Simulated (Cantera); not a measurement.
## Equilibrium for silicon epitaxy and polysilicon growth: SiHCl₃ + Cl₂ + H₂

Input: 1 mol SiHCl₃, 0.052 mol Cl₂, 41 mol H₂, held at 2.00 mbar.

Method: chemical equilibrium by Gibbs-energy minimisation in Cantera with the NASA 1993 tables (ideal gas, pure condensed phases). Candidate condensed phases: Si; 19 gas species. The tables' values for SiCl₃ are old estimates; treat these amounts as uncertain. Rates play no part.

```csv
T (K),log p H₂,log p HCl,log p SiCl₄,log p SiCl₂,n Si(s)
800,-2.71,-5.08,-4.53,-7.44,0.233
900,-2.71,-4.58,-4.60,-6.32,0.325
1000,-2.72,-4.22,-4.79,-5.50,0.480
1100,-2.72,-4.02,-5.30,-5.01,0.611
1200,-2.73,-3.97,-6.19,-4.83,0.640
1300,-2.73,-3.96,-7.11,-4.77,0.625
1400,-2.73,-3.97,-7.93,-4.74,0.605
```
log p: log10 of the partial pressure in bar; n: condensed amount in mol.

From 800 K to 1400 K the condensed part is Si(s). The main Si-bearing gas is SiCl₄ at 800 K and SiCl₂ at 1400 K. The share of Si in condensed phases is highest at 1200 K (64.0 %) and lowest at 800 K (23.3 %).
